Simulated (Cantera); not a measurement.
A perfectly stirred reactor is fed with 14.2 % CO, 1.42 % H2, 17.7 % O2, 66.7 % N2, equivalence ratio 0.44, at 1.28 atm; it is adiabatic with a 373 K inlet, and is followed from long to short residence time, starting on the burning branch (τ in s: 0.15, 0.041, 0.011, 0.003, 0.00082, 0.00022, 6.1e-05, 1.7e-05, 4.5e-06).

Computed with Cantera and GRI-Mech 3.0 (53 species, 325 reactions).

Task: Predict: blow-out, bracketed by the residence times tried; x(CO) at τ = 0.150 s; x(H2) at τ = 0.150 s; x(O2) at τ = 0.150 s; x(NO2) at τ = 0.150 s; x(HO2) at τ = 0.150 s; x(CO) at τ = 0.820 ms; x(H2) at τ = 0.820 ms; x(O2) at τ = 0.820 ms.

Result: 
```
Quantity                                                                       Result
------------------------------------------------  -----------------------------------
blow-out, bracketed by the residence times tried  burning at 3.00 ms, out at 0.820 ms
x(CO) at τ = 0.150 s                                                          0.00117
x(H2) at τ = 0.150 s                                                          2.33e-5
x(O2) at τ = 0.150 s                                                            0.108
x(NO2) at τ = 0.150 s                                                         2.08e-7
x(HO2) at τ = 0.150 s                                                         1.89e-6
x(CO) at τ = 0.820 ms                                                           0.142
x(H2) at τ = 0.820 ms                                                          0.0142
x(O2) at τ = 0.820 ms                                                           0.177
```
